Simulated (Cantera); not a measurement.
## Pyrogenic steam for wet oxidation

An isothermal, constant-pressure homogeneous reactor starts with H2 : O2 : N2 = 0.86 : 1 : 0.58 (molar parts), at 848 K and 13300 Pa.

Model: the H2/O2 subset of GRI-Mech 3.0, which has no nitrogen chemistry, integrated in Cantera. Radical loss at walls, strong at low pressure, is not modelled. Below about 950 K walls govern HO2 and H2O2 in real vessels. The temperature is held fixed by assumption; the heat of reaction is taken as removed at once.

```csv
t (s),x H2,x O2,x OH,x H2O,x O,x H2O2
5.00e-5,0.352,0.410,<1e-12,1.51e-12,<1e-12,<1e-12
0.000107,0.352,0.410,<1e-12,8.75e-12,1.72e-12,<1e-12
0.000227,0.352,0.410,1.35e-12,5.74e-11,6.22e-12,<1e-12
0.000484,0.352,0.410,8.90e-12,5.85e-10,4.14e-11,<1e-12
0.00103,0.352,0.410,3.16e-10,2.42e-8,1.48e-9,8.65e-12
0.00220,0.352,0.410,8.59e-7,5.58e-5,3.11e-6,6.60e-8
0.00469,0.146,0.336,2.52e-5,0.250,3.68e-5,1.67e-5
0.0100,0.144,0.335,4.05e-9,0.252,8.61e-9,8.07e-5
0.0213,0.144,0.335,2.41e-9,0.252,6.02e-9,9.93e-5
0.0454,0.144,0.335,2.15e-9,0.252,5.57e-9,0.000107
0.0969,0.144,0.335,2.22e-9,0.253,5.75e-9,0.000114
0.206,0.144,0.335,2.49e-9,0.253,6.39e-9,0.000128
0.440,0.144,0.335,3.16e-9,0.253,7.96e-9,0.000162
0.938,0.144,0.335,5.07e-9,0.253,1.22e-8,0.000254
2.00,0.142,0.334,1.13e-8,0.255,2.42e-8,0.000539
```
x: mole fraction; the columns are a selection and need not sum to one.

Equilibrium at this temperature and pressure: H2 <1e-12, O2 0.284, OH 1.28e-8, H2O 0.428, O 1.00e-12, H2O2 2.38e-11 (gas phase only).
